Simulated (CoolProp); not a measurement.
Values from CoolProp's reference Helmholtz-energy equation of state, de Reuck 1990.

Problem. Give the vapour pressure (MPa), enthalpy of vaporisation (kJ/kg), vapour Z, surface tension (mN/m) of saturated fluorine at -191.45 °C.

Solution. 
```csv
T (°C),p (MPa),enthalpy of vaporisation (kJ/kg),vapour Z,surface tension (mN/m)
-191.45,0.0680,177,0.974,14.4
```

Surface tension comes from a separate correlation (Mulero 2012).
